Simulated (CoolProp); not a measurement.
Vapour-liquid equilibrium of n-pentane (1) + cyclohexane (2) at 163.15 °C; x and y are mole fractions of (1).

Computed with CoolProp (multi-fluid Helmholtz-energy mixture model, Thol 2019 and Zhou 2014; pair parameters Bell 2016).

Question: Give the bubble pressure and the first vapour's composition at x = 0.05, 0.5, 0.95. Is there an azeotrope?

Answer: x = 0.05: 7.775 bar, y = 0.114; x = 0.5: 13.29 bar, y = 0.674; x = 0.95: 19.17 bar, y = 0.970. No azeotrope shows between x = 0.05 and 0.95.

Pair parameters are fitted to limited data, so mixtures are less certain than the pure fluids.
